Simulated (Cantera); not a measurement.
What does this Cantera script print?

```python
import numpy as np
import cantera as ct

surf = ct.Interface("diamond.yaml", "diamond_100")
gas, bulk = surf.adjacent["gas"], surf.adjacent["diamond"]
k = surf.kinetics_species_index(bulk.species_names[0])
cover = ["c6HH", "c6H*", "c6*H", "c6**", "c6HM", "c6B"]

rows, drift = [], 0.0
print(f"{'T':>10s}{'um/h':>11s}" + "".join(f"{s:>11s}" for s in cover))
for v in [925, 975, 1025, 1075, 1125, 1175, 1225, 1275, 1325, 1375]:
    T, P, xH, xCH3 = v, 3700, 0.0052, 0.0002
    gas.TPX = T, P, {"H": xH, "CH3": xCH3, "CH4": 0.023, "H2": 1 - xH - xCH3 - 0.023}
    surf.TP = bulk.TP = T, P
    surf.coverages = "c6H*:0.1, c6HH:0.9"
    surf.advance_coverages(100.0)
    before = surf.coverages
    surf.advance_coverages(100.0)
    drift = max(drift, np.max(np.abs(surf.coverages - before) / (surf.coverages + 1e-9)))
    rate = surf.net_production_rates[k] * bulk.mean_molecular_weight / bulk.density * 3.6e9
    rows.append([rate, *surf[cover].coverages])
    print(f"{v:10.4g}{rate:11.4e}" + "".join(f"{x:11.3e}" for x in rows[-1][1:]))
```

Result:

```
         T       um/h       c6HH       c6H*       c6*H       c6**       c6HM        c6B
       925 2.5668e+00  6.444e-01  1.182e-02  3.033e-01  5.206e-03  2.773e-02  6.965e-09
       975 3.2866e+00  6.022e-01  1.571e-02  3.449e-01  7.780e-03  2.196e-02  8.918e-09
      1025 3.9077e+00  5.617e-01  2.010e-02  3.834e-01  1.110e-02  1.686e-02  1.060e-08
      1075 4.1057e+00  5.238e-01  2.492e-02  4.185e-01  1.524e-02  1.182e-02  1.114e-08
      1125 3.5805e+00  4.888e-01  3.009e-02  4.499e-01  2.019e-02  6.973e-03  9.716e-09
      1175 2.6177e+00  4.562e-01  3.546e-02  4.767e-01  2.590e-02  3.352e-03  7.103e-09
      1225 1.8447e+00  4.257e-01  4.088e-02  4.983e-01  3.222e-02  1.396e-03  5.006e-09
      1275 1.4776e+00  3.979e-01  4.625e-02  5.153e-01  3.901e-02  5.480e-04  4.010e-09
      1325 1.3881e+00  3.731e-01  5.154e-02  5.283e-01  4.615e-02  2.131e-04  3.767e-09
      1375 1.3642e+00  3.511e-01  5.669e-02  5.379e-01  5.350e-02  8.278e-05  3.702e-09
```

Cantera simulation using the Harris–Goodwin 1993 mechanism for the reconstructed diamond (100) surface; the numbers are that mechanism's predictions, not measurements.
